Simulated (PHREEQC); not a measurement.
0.016 g of hydrous ferric oxide (600 m²/g; 0.2 weak and 0.005 strong sites per Fe, Dzombak-Morel constants, diffuse double layer) in 1 kg of water with 0.05 mol/kgw of an inert sodium salt and 3.1e-06 mol/kgw MnCl2, at 25 °C; the pH is set by adding NaOH or the inert anion's acid. No oxygen is let in. The system is closed to CO2. Nothing may precipitate in this run.

Model: ion-association model, wateq4f.dat, run in PHREEQC.

```csv
pH,Mn sorbed (%),surface charge σ (C/m²),surface potential ψ (mV)
3,0.0,0.357,169
3.5,0.0,0.335,166
4,0.0,0.294,160
4.5,0.0,0.238,149
5,0.0,0.181,135
5.5,0.0,0.130,118
6,0.3,0.089,99
6.5,1.8,0.058,79
7,9.5,0.035,56
7.5,24.6,0.018,33
8,43.7,0.005,9
8.5,76.9,-0.007,-13
9,95.7,-0.020,-37
```

Species that the database lacks are ignored. The oxide is taken as insoluble; below pH 4 it would dissolve.
